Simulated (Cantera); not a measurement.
Mixture: CH₃OH : O₂ : N₂ = 1 : 3 : 11.3 (molar parts), at 16.0 bar, adiabatic and at constant pressure. Ignition delay is the time to a rise of 400 K.

Model: GRI-Mech 3.0 (53 species, 325 reactions), integrated in Cantera. GRI-Mech 3.0 was tuned for natural gas; its chemistry of methanol as a main component is partial and can be far from experiment. The pressure lies above the range GRI-Mech 3.0 was tuned for (to about 10 atm).

Q: What does this change do: pressure from 16.0 bar to 5.00 bar?

A: 
| quantity | before | after |
|---|---|---|
| delay at 1175 K | 1.93 ms | 4.45 ms |
| delay at 1225 K | 0.834 ms | 1.94 ms |
| delay at 1275 K | 0.388 ms | 0.915 ms |
| delay at 1325 K | 0.194 ms | 0.464 ms |
| delay at 1375 K | 0.103 ms | 0.251 ms |
| delay at 1425 K | 58.4 µs | 0.144 ms |
| delay at 1475 K | 35.0 µs | 87.8 µs |
| apparent activation energy between 1375 and 1475 K | 180 kJ/mol | 180 kJ/mol |

Q: What does this change do: pressure from 16.0 bar to 1.40 bar?

A: 
```
quantity                                                before       after
--------------------------------------------------  ----------  ----------
delay at 1175 K                                        1.93 ms     12.6 ms
delay at 1225 K                                       0.834 ms     5.58 ms
delay at 1275 K                                       0.388 ms     2.67 ms
delay at 1325 K                                       0.194 ms     1.37 ms
delay at 1375 K                                       0.103 ms    0.751 ms
delay at 1425 K                                        58.4 µs    0.438 ms
delay at 1475 K                                        35.0 µs    0.269 ms
apparent activation energy between 1375 and 1475 K  180 kJ/mol  170 kJ/mol
```

Q: What does this change do: pressure from 16.0 bar to 11.0 bar?

A: 
```json
[
 {"quantity": "delay at 1175 K", "before": "1.93 ms", "after": "2.50 ms"},
 {"quantity": "delay at 1225 K", "before": "0.834 ms", "after": "1.08 ms"},
 {"quantity": "delay at 1275 K", "before": "0.388 ms", "after": "0.505 ms"},
 {"quantity": "delay at 1325 K", "before": "0.194 ms", "after": "0.253 ms"},
 {"quantity": "delay at 1375 K", "before": "0.103 ms", "after": "0.136 ms"},
 {"quantity": "delay at 1425 K", "before": "58.4 µs", "after": "77.2 µs"},
 {"quantity": "delay at 1475 K", "before": "35.0 µs", "after": "46.5 µs"},
 {"quantity": "apparent activation energy between 1375 and 1475 K", "before": "180 kJ/mol", "after": "180 kJ/mol"}
]
```
